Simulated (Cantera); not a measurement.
Feed: 1 mol Si, 0.009 mol H2O, 6.9 mol H2, at 45.0 Pa.

Cantera equilibrium calculation (NASA polynomials, part measured and part estimated; ideal gas, pure solids and liquids). Candidate condensed phases: H2O, Si, SiO2; 18 gas species. Gases not in the tables: Si2H6 and higher silanes. Equilibrium is a limit: real reactors are often held back by kinetics, nucleation or transport.

x: gas mole fraction; n: condensed amount in mol.

```tsv
T (°C)	x H2	x Si	x H	x SiO	x SiH	x Si2	n Si(s)	n Si(l)
1027	0.999	9.62e-8	5.21e-5	0.00130	1.69e-8	2.35e-11	0.991	0
1102	0.999	9.12e-7	0.000161	0.00130	1.09e-7	4.40e-10	0.991	0
1177	0.998	(withheld)	(withheld)	0.00130	(withheld)	(withheld)	0.991	0
1252	0.998	4.19e-5	0.00111	0.00130	2.58e-6	6.39e-8	0.991	0
1327	0.996	0.000217	0.00256	0.00130	9.99e-6	5.40e-7	0.989	0
1402	0.992	(withheld)	(withheld)	0.00130	(withheld)	(withheld)	0.984	0
1477	0.984	0.00334	0.0109	0.00129	9.29e-5	1.73e-5	0	0.967
1552	0.968	0.0101	0.0204	0.00127	0.000224	6.58e-5	0	0.917
1627	0.934	0.0280	0.0361	0.00124	0.000499	0.000225	0	0.779
1702	0.865	0.0718	0.0600	0.00117	0.00102	0.000701	0	0.414
```

Question: Complete the blanks.

Answer: 
- 1402, x Si: 0.000964
- 1402, x H: 0.00545
- 1402, x SiH: 3.42e-5
- 1402, x Si2: 3.76e-6
- 1177, x Si: 6.84e-6
- 1177, x H: 0.000445
- 1177, x SiH: 5.76e-7
- 1177, x Si2: 6.04e-9
